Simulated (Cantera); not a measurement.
## Premixed flame

A freely propagating, adiabatic, planar premixed flame of 33.5 % H2, 14.0 % O2, 52.6 % N2, equivalence ratio 1.2, unburnt at 675 K and 5700 Torr; mixture-averaged transport, grid criteria slope 0.08 and curve 0.16, no radiation.

Computed with Cantera and the H2/O2 subset of GRI-Mech 3.0, which has no nitrogen chemistry. The hydrogen kinetics of GRI-Mech 3.0 are dated; newer H2 mechanisms differ, most at raised pressure. Burning velocities carry a grid error of a few per cent, more on coarse grids.

```json
[
 {"z (mm)": "-0.108", "T (K)": "675", "u (m/s)": "9.99", "x H2": "0.335", "x O2": "0.140", "x OH": "<1e-8", "x HO2": "<1e-8", "x H2O2": "<1e-8", "x O": "<1e-8"},
 {"z (mm)": "-0.0720", "T (K)": "675", "u (m/s)": "9.99", "x H2": "0.335", "x O2": "0.140", "x OH": "<1e-8", "x HO2": "<1e-8", "x H2O2": "<1e-8", "x O": "<1e-8"},
 {"z (mm)": "-0.0540", "T (K)": "675", "u (m/s)": "9.99", "x H2": "0.335", "x O2": "0.140", "x OH": "<1e-8", "x HO2": "6.87e-8", "x H2O2": "<1e-8", "x O": "<1e-8"},
 {"z (mm)": "-0.0360", "T (K)": "675", "u (m/s)": "9.99", "x H2": "0.334", "x O2": "0.140", "x OH": "<1e-8", "x HO2": "2.30e-6", "x H2O2": "2.00e-8", "x O": "1.87e-8"},
 {"z (mm)": "-0.0180", "T (K)": "713", "u (m/s)": "10.4", "x H2": "0.323", "x O2": "0.141", "x OH": "5.60e-5", "x HO2": "0.000586", "x H2O2": "1.21e-5", "x O": "1.27e-5"},
 {"z (mm)": "-0.00900", "T (K)": "993", "u (m/s)": "14.0", "x H2": "0.279", "x O2": "0.133", "x OH": "0.00128", "x HO2": "0.000917", "x H2O2": "6.99e-5", "x O": "0.000456"},
 {"z (mm)": "0", "T (K)": "1472", "u (m/s)": "20.1", "x H2": "0.191", "x O2": "0.0951", "x OH": "0.00446", "x HO2": "0.000443", "x H2O2": "1.94e-5", "x O": "0.00361"},
 {"z (mm)": "0.00900", "T (K)": "1814", "u (m/s)": "24.4", "x H2": "0.116", "x O2": "0.0461", "x OH": "0.0104", "x HO2": "0.000189", "x H2O2": "4.61e-6", "x O": "0.00660"},
 {"z (mm)": "0.0180", "T (K)": "1996", "u (m/s)": "26.6", "x H2": "0.0854", "x O2": "0.0224", "x OH": "0.0147", "x HO2": "8.24e-5", "x H2O2": "2.95e-6", "x O": "0.00707"},
 {"z (mm)": "0.0360", "T (K)": "2175", "u (m/s)": "28.7", "x H2": "0.0739", "x O2": "0.0110", "x OH": "0.0172", "x HO2": "3.49e-5", "x H2O2": "1.82e-6", "x O": "0.00590"},
 {"z (mm)": "0.0720", "T (K)": "2336", "u (m/s)": "30.5", "x H2": "0.0710", "x O2": "0.00694", "x OH": "0.0162", "x HO2": "1.83e-5", "x H2O2": "1.21e-6", "x O": "0.00380"},
 {"z (mm)": "0.144", "T (K)": "2469", "u (m/s)": "32.0", "x H2": "0.0681", "x O2": "0.00412", "x OH": "0.0135", "x HO2": "9.03e-6", "x H2O2": "8.44e-7", "x O": "0.00207"},
 {"z (mm)": "0.288", "T (K)": "2563", "u (m/s)": "33.0", "x H2": "0.0653", "x O2": "0.00218", "x OH": "0.0103", "x HO2": "4.03e-6", "x H2O2": "5.57e-7", "x O": "0.00102"}
]
```
x: mole fraction of selected species; z is measured from the peak of heat release.

The laminar burning velocity comes out as 999 cm/s and the thermal thickness comes out as 0.0360 mm. The peak x(OH) is 0.0172 and the peak x(HO2) is 0.00111. The peak x(H2O2) is 7.07e-5 and the peak x(O) is 0.00709.
